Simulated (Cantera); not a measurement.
A perfectly stirred reactor is fed with 59.3 % N2O, 0.949 % H2, 39.7 % N2, at 1.01 bar; it is held at 1100 K, and followed from long to short residence time.

Computed with Cantera and GRI-Mech 3.0 (53 species, 325 reactions). GRI-Mech 3.0 was tuned for natural gas; its chemistry of N2O as a main component is partial and can be far from experiment. The mechanism lacks the step 2 NO + O2 → 2 NO2, which can matter for NO2 below about 1400 K. The temperature is held fixed by assumption; the heat of reaction is taken as removed at once.

Q: Predict: x(N2O) at τ = 7.10 s; x(H2) at τ = 7.10 s; x(O) at τ = 7.10 s; x(NO2) at τ = 7.10 s; x(H2O2) at τ = 7.10 s; x(N2O) at τ = 31.0 ms; x(H2) at τ = 31.0 ms; x(O) at τ = 31.0 ms; x(NO2) at τ = 31.0 ms; x(H2O2) at τ = 31.0 ms.

A: 
```json
{
  "x(N2O) at τ = 7.10 s": "0.360",
  "x(H2) at τ = 7.10 s": "2.13e-5",
  "x(O) at τ = 7.10 s": "2.31e-7",
  "x(NO2) at τ = 7.10 s": "0.000229",
  "x(H2O2) at τ = 7.10 s": "6.52e-9",
  "x(N2O) at τ = 31.0 ms": "0.584",
  "x(H2) at τ = 31.0 ms": "0.00210",
  "x(O) at τ = 31.0 ms": "2.96e-7",
  "x(NO2) at τ = 31.0 ms": "4.32e-6",
  "x(H2O2) at τ = 31.0 ms": "4.84e-8"
}
```
